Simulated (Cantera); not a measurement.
Input (Python, Cantera):

```python
import numpy as np
import cantera as ct

gas = ct.Solution("gri30.yaml")
gas.TPX = 1550, 17, {'C2H6': 1, 'H2': 78}
inlet = ct.Reservoir(gas, clone=True)

reactor = ct.IdealGasConstPressureReactor(gas, energy="off", clone=False)
exhaust = ct.Reservoir(gas, clone=True)
tau = [10, 2.9, 0.83, 0.24, 0.068, 0.019, 0.0056, 0.0016, 0.00046][0]
for a, b in ((inlet, reactor), (reactor, exhaust)):
    ct.MassFlowController(a, b, mdot=lambda t: reactor.mass / tau)
net = ct.ReactorNet([reactor])
show = ['C2H6', 'H2', 'CH4', 'C2H', 'C2H2', 'CH3', 'CH2']

rows = []
print(f"{'tau/s':>10s}{'T/K':>9s}" + "".join(f"{s:>11s}" for s in show))
for tau in [10, 2.9, 0.83, 0.24, 0.068, 0.019, 0.0056, 0.0016, 0.00046]:
    net.initial_time = 0.0
    net.advance(30 * tau)
    before = gas.X
    net.advance(40 * tau)
    drift = np.max(np.abs(gas.X - before) / (gas.X + 1e-9))
    rows.append([gas.T, *gas[show].X, drift])
    print(f"{tau:10.3e}{gas.T:9.1f}" + "".join(f"{x:11.3e}" for x in gas[show].X))
```

Output:

```
     tau/s      T/K       C2H6         H2        CH4        C2H       C2H2        CH3        CH2
 1.000e+01   1550.0  4.059e-05  9.787e-01  1.350e-02  2.484e-08  5.276e-03  5.153e-04  6.836e-07
 2.900e+00   1550.0  1.310e-04  9.779e-01  1.466e-02  2.149e-08  4.285e-03  6.147e-04  8.405e-07
 8.300e-01   1550.0  4.310e-04  9.777e-01  1.479e-02  1.656e-08  3.176e-03  7.134e-04  9.873e-07
 2.400e-01   1550.0  1.375e-03  9.782e-01  1.356e-02  8.993e-09  1.726e-03  8.720e-04  1.166e-06
 6.800e-02   1550.0  4.195e-03  9.805e-01  9.325e-03  2.119e-09  4.818e-04  1.071e-03  1.168e-06
 1.900e-02   1550.0  9.384e-03  9.847e-01  2.757e-03  7.958e-11  3.369e-05  8.341e-04  4.765e-07
 5.600e-03   1550.0  1.203e-02  9.867e-01  4.052e-04  2.692e-13  3.829e-07  3.911e-04  5.130e-08
 1.600e-03   1550.0  1.253e-02  9.872e-01  5.041e-05  1.040e-16  9.679e-10  1.692e-04  2.078e-09
 4.600e-04   1550.0  1.263e-02  9.873e-01  5.015e-06  3.044e-20  2.728e-12  5.853e-05  4.984e-11
```

Detailed kinetics in Cantera: GRI-Mech 3.0 (53 species, 325 reactions). GRI-Mech 3.0 stops at C3 and has no aromatics, soot or wall deposition, so with more carbon than oxygen in the feed, carbon stays in small species such as C2H2 where larger ones or solid carbon would form. Radical loss at walls, strong at low pressure, is not modelled.
